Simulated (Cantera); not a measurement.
Charge: 1 mol SiCl4, 81 mol N2, at 22.0 Pa.

Equilibrium computed with Cantera from the NASA thermochemical tables; the gas is ideal and each condensed phase is pure. Candidate condensed phases: Si, Si3N4; 13 gas species. The tables' values for SiCl, SiN are old estimates; treat these amounts as uncertain. The numbers say what is thermodynamically allowed, not how fast it happens. All values below are at 2073 K.

Base state: N2 0.949, Cl 0.0394, Si 0.00761, SiCl2 0.00336, SiCl 0.000719, SiN 2.42e-5 (mole fractions); condensed: gas only.

Task: What changes in the equilibrium state with this change: N2 from 81 to 18 mol?

Result: 
```json
[
 {"species": "N2", "before": "0.949", "after": "0.839"},
 {"species": "Cl", "before": "0.0394", "after": "0.114"},
 {"species": "SiCl2", "before": "0.00336", "after": "0.0346"},
 {"species": "SiCl3", "before": "2.69e-6", "after": "8.05e-5"},
 {"species": "SiCl", "before": "0.000719", "after": "0.00256"},
 {"species": "Si", "before": "0.00761", "after": "0.00932"}
]
```
The tables' values for SiCl, SiCl3, SiN are old estimates; treat these amounts as uncertain.
